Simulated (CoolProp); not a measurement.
Vapour-liquid equilibrium of R152A (1) + isobutene (2) at 0.0895 MPa; x and y are mole fractions of (1).

Model: multi-fluid Helmholtz-energy mixture model, Outcalt 1996 and Lemmon 2005; pair parameters Bell 2016, in CoolProp.

Problem. Give the bubble temperature and the first vapour's composition at x = 0.55, 0.75, 0.95. Is there an azeotrope?

Solution. x = 0.55: 246.1 K, y = 0.687; x = 0.75: 245.3 K, y = 0.772; x = 0.95: 245.8 K, y = 0.930. y crosses x between x = 0.75 and 0.85: the model has an azeotrope there.

Pair parameters are fitted to limited data, so mixtures are less certain than the pure fluids.
